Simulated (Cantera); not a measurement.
A closed system holds: 1 mol MgCO₃, 0.54 mol O₂, 4.8 mol CO₂, 0.25 mol H₂S, at 7.50 Torr.

These are equilibrium values from Cantera (NASA tables, ideal gas, pure condensed phases), not measurements of a reactor. Candidate condensed phases: C, C₆H₆, C₇H₈, C₈H₁₈, H₂O, H₂SO₄, Mg, MgCO₃, MgO, Mg(OH)₂, MgS, MgSO₄, S; 130 gas species. Kinetics and transport are ignored.

x: gas mole fraction; n: condensed amount in mol.

```json
[
 {"T (K)": "698", "x CO₂": "0.952", "x H₂O": "0.0411", "x SO₂": "9.30e-11", "x O₂": "0.00657", "x SO₃": "…", "n MgO(s)": "0.750", "n MgSO₄(s)": "0.250"},
 {"T (K)": "748", "x CO₂": "0.952", "x H₂O": "0.0411", "x SO₂": "7.55e-9", "x O₂": "0.00657", "x SO₃": "…", "n MgO(s)": "0.750", "n MgSO₄(s)": "0.250"},
 {"T (K)": "798", "x CO₂": "0.952", "x H₂O": "0.0411", "x SO₂": "3.50e-7", "x O₂": "0.00657", "x SO₃": "…", "n MgO(s)": "0.750", "n MgSO₄(s)": "0.250"},
 {"T (K)": "848", "x CO₂": "0.952", "x H₂O": "0.0411", "x SO₂": "1.02e-5", "x O₂": "0.00657", "x SO₃": "…", "n MgO(s)": "0.750", "n MgSO₄(s)": "0.250"},
 {"T (K)": "898", "x CO₂": "0.952", "x H₂O": "0.0410", "x SO₂": "0.000201", "x O₂": "0.00667", "x SO₃": "…", "n MgO(s)": "0.751", "n MgSO₄(s)": "0.249"},
 {"T (K)": "948", "x CO₂": "0.948", "x H₂O": "0.0409", "x SO₂": "0.00266", "x O₂": "0.00787", "x SO₃": "…", "n MgO(s)": "0.767", "n MgSO₄(s)": "0.233"},
 {"T (K)": "998", "x CO₂": "0.923", "x H₂O": "0.0398", "x SO₂": "0.0201", "x O₂": "0.0164", "x SO₃": "…", "n MgO(s)": "0.879", "n MgSO₄(s)": "0.121"},
 {"T (K)": "1048", "x CO₂": "0.897", "x H₂O": "0.0387", "x SO₂": "0.0380", "x O₂": "0.0252", "x SO₃": "…", "n MgO(s)": "1.00", "n MgSO₄(s)": "0"},
 {"T (K)": "1098", "x CO₂": "0.897", "x H₂O": "0.0387", "x SO₂": "0.0383", "x O₂": "0.0253", "x SO₃": "…", "n MgO(s)": "1.00", "n MgSO₄(s)": "0"},
 {"T (K)": "1148", "x CO₂": "0.897", "x H₂O": "0.0387", "x SO₂": "0.0384", "x O₂": "0.0254", "x SO₃": "…", "n MgO(s)": "1.00", "n MgSO₄(s)": "0"},
 {"T (K)": "1198", "x CO₂": "0.897", "x H₂O": "0.0387", "x SO₂": "0.0385", "x O₂": "0.0254", "x SO₃": "…", "n MgO(s)": "1.00", "n MgSO₄(s)": "0"}
]
```

Question: What belongs in the gaps?

Answer: 
- 698, x SO₃: 2.26e-10
- 748, x SO₃: 5.90e-9
- 798, x SO₃: 1.01e-7
- 848, x SO₃: 1.24e-6
- 898, x SO₃: 1.13e-5
- 948, x SO₃: 8.14e-5
- 998, x SO₃: 0.000477
- 1048, x SO₃: 0.000638
- 1098, x SO₃: 0.000387
- 1148, x SO₃: 0.000245
- 1198, x SO₃: 0.000161
